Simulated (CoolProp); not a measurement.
trans-2-butene along the isotherm 186.45 °C: fugacity coefficient from the reference equation and from simpler models built on Tc = 155.5 °C, pc = 4.019 MPa, ω = 0.210; each cubic takes its own stable root.

Computed with CoolProp (reference Helmholtz-energy equation of state, Lemmon 2005). It is a short technical equation, of lower accuracy than the large ones.

```tsv
p (MPa)	phase	reference
1.83	gas	0.8773
3.65	gas	0.7595
5.48	supercritical	0.6429
7.31	supercritical	0.5378
9.13	supercritical	0.4661
11	supercritical	0.4163
12.8	supercritical	0.3824
14.6	supercritical	0.3574
16.4	supercritical	0.3386
18.3	supercritical	0.3235
20.1	supercritical	0.3124
```

Q: How far does each simpler model (Redlich-Kwong, Soave-Redlich-Kwong) lie from the reference over these 11 states: mean and median of the absolute difference, and the worst?

A: 
- Redlich-Kwong: mean 2.5 %, median 2.4 %, worst +5.8 % at 186.45 °C and 20.1 MPa
- Soave-Redlich-Kwong: mean 5.8 %, median 6.4 %, worst +10.7 % at 186.45 °C and 20.1 MPa
